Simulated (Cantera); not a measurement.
Feed: 1 mol HF, 0.067 mol H2O, 1.5 mol O2, at 2.90e7 Pa.

Equilibrium computed with Cantera from the NASA thermochemical tables; the gas is ideal and each condensed phase is pure. Candidate condensed phases: H2O; 22 gas species. The ideal-gas law is rough above about 30 bar. Rates play no part. All values below are at 600 K.

Base state: O2 0.595, HF 0.362, H2O 0.0266, H2F2 0.0161, H3F3 0.000562, H4F4 5.15e-5 (mole fractions); condensed: gas only.

**Question.** What changes in the equilibrium state with this change: O2 from 1.5 to 3.5 mol?

**Answer.** 
```
species    before     after
-------  --------  --------
O2          0.595     0.771
HF          0.362     0.209
H2O        0.0266    0.0148
H2F2       0.0161   0.00536
H4F4      5.15e-5   5.72e-6
H3F3     0.000562  0.000108
```
